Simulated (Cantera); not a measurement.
A closed system holds: 1 mol Cu, 1.7 mol F₂, 33 mol N₂, held at 825 K and 22.0 Pa.

These are equilibrium values from Cantera (NASA tables, ideal gas, pure condensed phases), not measurements of a reactor. Candidate condensed phases: Cu, CuF₂; 11 gas species. Rates play no part.

Base state: N₂ 0.961, F 0.0367, F₂ 0.00203, CuF₂ 7.98e-5 (mole fractions); condensed: CuF₂(s).

Question: What changes in the equilibrium state with this change: temperature from 825 K to 1125 K?

Answer: 
| species | before | after |
|---|---|---|
| N₂ | 0.961 | 0.932 |
| F | 0.0367 | 0.0395 |
| CuF₂ | 7.98e-5 | 0.0282 |
| F₂ | 0.00203 | 3.93e-6 |
| CuF₂(s), mol | 0.997 | 0 |

Question: What changes in the equilibrium state with this change: temperature from 825 K to 575 K?

Answer: 
| species | before | after |
|---|---|---|
| N₂ | 0.961 | 0.983 |
| F₂ | 0.00203 | 0.00862 |
| NF₃ | 2.21e-7 | 0.00806 |
| F | 0.0367 | 0.000434 |
| CuF₂ | 7.98e-5 | <1e-9 |
| CuF₂(s), mol | 0.997 | 1.00 |
